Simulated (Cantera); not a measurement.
## Si2Cl6 + NH3 + H2 (silicon nitride deposition)

Feed: 1 mol Si2Cl6, 0.27 mol NH3, 16 mol H2, held at 100000 Pa.

Equilibrium computed with Cantera from the NASA thermochemical tables; the gas is ideal and each condensed phase is pure. Candidate condensed phases: NH4Cl, Si, Si3N4; 28 gas species. The feed counts by its element totals alone. Mutual solubility and eutectic melting of coexisting phases are not modelled. The tables' values for SiCl3, SiCl are old estimates; treat these amounts as uncertain. Gases not in the tables: Si2H6 and higher silanes. Kinetics and transport are ignored.

```tsv
T (°C)	x H2	x HCl	x SiCl2	x SiCl4	x SiHCl3	x SiCl3	x N2	n Si(s)	n Si3N4(s)	n Si(l)
575	0.903	0.00215	6.06e-6	0.0549	0.0374	6.79e-5	<1e-12	0.121	0.0675	0
650	0.902	0.00486	3.77e-5	0.0548	0.0362	0.000227	<1e-12	0.136	0.0675	0
725	0.898	0.00967	0.000176	0.0541	0.0348	0.000623	1.49e-11	0.159	0.0675	0
800	0.893	0.0173	0.000652	0.0523	0.0331	0.00146	3.45e-10	0.192	0.0675	0
875	0.884	0.0283	0.00199	0.0492	0.0308	0.00298	5.27e-9	0.233	0.0675	0
950	0.873	0.0429	0.00513	0.0440	0.0276	0.00532	5.74e-8	0.274	0.0675	0
1025	0.858	0.0604	0.0113	0.0367	0.0235	0.00834	4.72e-7	0.304	0.0675	0
1100	0.840	0.0792	0.0215	0.0276	0.0185	0.0113	3.07e-6	0.309	0.0675	0
1175	0.822	0.0967	0.0350	0.0182	0.0132	0.0131	1.64e-5	0.285	0.0673	0
1250	0.807	0.110	0.0494	0.0103	0.00847	0.0131	7.40e-5	0.242	0.0668	0
1325	0.796	0.119	0.0617	0.00521	0.00498	0.0114	0.000289	0.201	0.0647	0
1400	0.789	0.124	0.0706	0.00245	0.00279	0.00911	0.000995	0.182	0.0579	0
1475	0.781	0.131	0.0737	0.00119	0.00155	0.00701	0.00367	0	0.0320	0.281
1550	0.773	0.138	0.0742	0.000593	0.000878	0.00533	0.00694	0	0	0.417
```
x: gas mole fraction; n: condensed amount in mol.

From 575 °C to 1400 °C the condensed part is Si(s) + Si3N4(s). At 1475 °C the condensed part is Si(l) + Si3N4(s). At 1550 °C the condensed part is Si(l). The main Si-bearing gas is SiCl4 at 575 °C and SiCl2 at 1550 °C. The share of Si in condensed phases is highest at 1100 °C (25.6 %) and lowest at 575 °C (16.2 %).
